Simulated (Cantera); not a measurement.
Feed: 1 mol SiCl4, 5.9 mol H2, equilibrated at 1 atm.

Method: chemical equilibrium by Gibbs-energy minimisation in Cantera with the NASA 1993 tables (ideal gas, pure condensed phases). Candidate condensed phases: Si; 19 gas species. The tables' values for SiCl3 are old estimates; treat these amounts as uncertain. Rates play no part.

x: gas mole fraction; nothing condenses.

```csv
T (K),x H2,x SiCl4,x HCl,x SiHCl3,x SiCl3,x SiCl2,x SiH2Cl2
998,0.828,0.119,0.0270,0.0252,0.000467,4.51e-5,0.000578
1023,0.825,0.116,[?],0.0273,0.000694,[?],[?]
1048,0.823,0.113,0.0325,0.0294,0.00101,0.000164,0.000866
1073,0.820,0.111,0.0355,0.0313,0.00143,0.000297,0.00104
1098,0.817,0.108,0.0387,0.0331,0.00199,0.000518,0.00122
1123,0.813,0.105,0.0421,0.0347,0.00272,0.000874,0.00141
1148,0.810,0.102,0.0458,0.0361,0.00362,0.00142,0.00160
1173,0.806,0.0984,0.0499,0.0371,0.00473,0.00224,0.00179
1198,0.802,0.0950,[?],0.0376,0.00604,[?],0.00195
1223,0.797,0.0913,0.0595,0.0377,0.00755,0.00498,0.00208
```

What belongs in the gaps?


- 1023, x HCl: 0.0296
- 1023, x SiCl2: 8.77e-5
- 1023, x SiH2Cl2: 0.000713
- 1198, x HCl: 0.0544
- 1198, x SiCl2: 0.00340
